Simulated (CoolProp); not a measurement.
Vapour-liquid equilibrium of R125 (1) + fluoroethane (R161) (2) at 32.65 °C; x and y are mole fractions of (1).

Model: multi-fluid Helmholtz-energy mixture model, Lemmon 2005 and Wu 2012; pair parameters Bell 2016, in CoolProp.

```json
[
 {"x": "0.05", "bubble pressure, mixture model (MPa)": "1.153", "bubble pressure, Raoult's law (MPa)": "1.160", "y, mixture model": "0.063", "y, Raoult's law": "0.072"},
 {"x": "0.125", "bubble pressure, mixture model (MPa)": "1.188", "bubble pressure, Raoult's law (MPa)": "1.201", "y, mixture model": "0.159", "y, Raoult's law": "0.175"},
 {"x": "0.2", "bubble pressure, mixture model (MPa)": "1.229", "bubble pressure, Raoult's law (MPa)": "1.242", "y, mixture model": "0.254", "y, Raoult's law": "0.270"},
 {"x": "0.275", "bubble pressure, mixture model (MPa)": "1.274", "bubble pressure, Raoult's law (MPa)": "1.283", "y, mixture model": "0.344", "y, Raoult's law": "0.360"},
 {"x": "0.35", "bubble pressure, mixture model (MPa)": "[?]", "bubble pressure, Raoult's law (MPa)": "1.323", "y, mixture model": "0.429", "y, Raoult's law": "0.444"},
 {"x": "0.425", "bubble pressure, mixture model (MPa)": "1.370", "bubble pressure, Raoult's law (MPa)": "1.364", "y, mixture model": "[?]", "y, Raoult's law": "0.522"},
 {"x": "0.5", "bubble pressure, mixture model (MPa)": "1.418", "bubble pressure, Raoult's law (MPa)": "1.405", "y, mixture model": "[?]", "y, Raoult's law": "0.597"},
 {"x": "0.575", "bubble pressure, mixture model (MPa)": "1.465", "bubble pressure, Raoult's law (MPa)": "1.446", "y, mixture model": "0.650", "y, Raoult's law": "0.667"},
 {"x": "0.65", "bubble pressure, mixture model (MPa)": "1.511", "bubble pressure, Raoult's law (MPa)": "1.487", "y, mixture model": "0.715", "y, Raoult's law": "0.733"},
 {"x": "0.725", "bubble pressure, mixture model (MPa)": "[?]", "bubble pressure, Raoult's law (MPa)": "1.528", "y, mixture model": "0.776", "y, Raoult's law": "0.796"},
 {"x": "0.8", "bubble pressure, mixture model (MPa)": "1.593", "bubble pressure, Raoult's law (MPa)": "1.568", "y, mixture model": "0.836", "y, Raoult's law": "0.856"},
 {"x": "0.875", "bubble pressure, mixture model (MPa)": "[?]", "bubble pressure, Raoult's law (MPa)": "1.609", "y, mixture model": "0.896", "y, Raoult's law": "0.912"},
 {"x": "0.95", "bubble pressure, mixture model (MPa)": "1.660", "bubble pressure, Raoult's law (MPa)": "1.650", "y, mixture model": "0.957", "y, Raoult's law": "0.966"}
]
```

Complete the blanks.


- 0.35, bubble pressure, mixture model (MPa): 1.321
- 0.425, y, mixture model: 0.508
- 0.5, y, mixture model: 0.582
- 0.725, bubble pressure, mixture model (MPa): 1.553
- 0.875, bubble pressure, mixture model (MPa): 1.628

The largest gap from Raoult's law is +1.6 % in bubble pressure, at x = 0.725. No azeotrope shows between x = 0.05 and 0.95.

Pair parameters are fitted to limited data, so mixtures are less certain than the pure fluids. The gap from Raoult's law changes sign with composition, which may be real or a fault of the pair parameters; it wasn't checked against measurements.
